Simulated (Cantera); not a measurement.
A Cantera script and its output.

```python
import numpy as np
import cantera as ct

gas = ct.Solution("gri30.yaml")
gas.TPX = 400, 1000000, {'CO': 1, 'H2': 1.3, 'O2': 1.77, 'N2': 6.65}
inlet = ct.Reservoir(gas, clone=True)
gas.equilibrate("HP")  # start burning
reactor = ct.IdealGasConstPressureReactor(gas, energy="on", clone=False)
exhaust = ct.Reservoir(gas, clone=True)
tau = [0.083, 0.03, 0.011, 0.0037, 0.0013, 0.00047, 0.00017, 5.9e-05, 2.1e-05][0]
for a, b in ((inlet, reactor), (reactor, exhaust)):
    ct.MassFlowController(a, b, mdot=lambda t: reactor.mass / tau)
net = ct.ReactorNet([reactor])
show = ['CO', 'H2', 'O2', 'OH', 'HO2', 'O', 'H']

rows = []
print(f"{'tau/s':>10s}{'T/K':>9s}" + "".join(f"{s:>11s}" for s in show))
for tau in [0.083, 0.03, 0.011, 0.0037, 0.0013, 0.00047, 0.00017, 5.9e-05, 2.1e-05]:
    net.initial_time = 0.0
    net.advance(30 * tau)
    before = gas.X
    net.advance(40 * tau)
    drift = np.max(np.abs(gas.X - before) / (gas.X + 1e-9))
    rows.append([gas.T, *gas[show].X, drift])
    print(f"{tau:10.3e}{gas.T:9.1f}" + "".join(f"{x:11.3e}" for x in gas[show].X))
```

Result:

```
     tau/s      T/K         CO         H2         O2         OH        HO2          O          H
 8.300e-02   2072.8  3.626e-04  9.187e-05  6.412e-02  1.441e-03  3.290e-06  9.742e-05  8.459e-06
 3.000e-02   2072.9  4.489e-04  1.063e-04  6.440e-02  1.502e-03  3.471e-06  1.064e-04  9.931e-06
 1.100e-02   2071.0  6.561e-04  1.411e-04  6.457e-02  1.634e-03  3.900e-06  1.276e-04  1.376e-05
 3.700e-03   2065.5  1.180e-03  2.306e-04  6.479e-02  1.938e-03  5.121e-06  1.848e-04  2.560e-05
 1.300e-03   2054.0  2.250e-03  4.159e-04  6.519e-02  2.450e-03  8.027e-06  3.096e-04  5.772e-05
 4.700e-04   2032.9  4.277e-03  7.679e-04  6.600e-02  3.159e-03  1.433e-05  5.538e-04  1.400e-04
 1.700e-04   1994.9  8.048e-03  1.415e-03  6.765e-02  3.996e-03  2.772e-05  1.001e-03  3.417e-04
 5.900e-05   1924.4  1.532e-02  2.624e-03  7.108e-02  4.753e-03  5.795e-05  1.763e-03  8.126e-04
 2.100e-05   1796.5  2.931e-02  4.932e-03  7.836e-02  4.724e-03  1.274e-04  2.640e-03  1.609e-03
```

Computed with Cantera and GRI-Mech 3.0 (53 species, 325 reactions). The hydrogen kinetics of GRI-Mech 3.0 are dated; newer H2 mechanisms differ, most at raised pressure.
